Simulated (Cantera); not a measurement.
Feed: 1 mol SiH₂Cl₂, 0.035 mol HCl, 2.4 mol H₂, equilibrated at 0.0133 bar.

Equilibrium computed with Cantera from the NASA thermochemical tables; the gas is ideal and each condensed phase is pure. Candidate condensed phases: Si; 19 gas species. Gases not in the tables: Si₂H₆ and higher silanes. Equilibrium is a limit: real reactors are often held back by kinetics, nucleation or transport.

Q: Which condensed phases are stable at each of these points (T (K)): 1775, 1825, 1875, 1925, 1975, 2025, 2075, 2125, 2175, 2225, 2275, 2325?

A: 
```csv
T (K),condensed phases,Si condensed (%)
1775,Si(l),36.9
1825,Si(l),37.7
1875,Si(l),38.4
1925,Si(l),38.9
1975,Si(l),39.1
2025,Si(l),38.9
2075,Si(l),37.8
2125,Si(l),35.6
2175,Si(l),31.4
2225,Si(l),24.4
2275,Si(l),12.6
2325,gas only,0.0
```

From 1775 K to 2275 K the condensed part is Si(l). At 2325 K nothing is condensed.
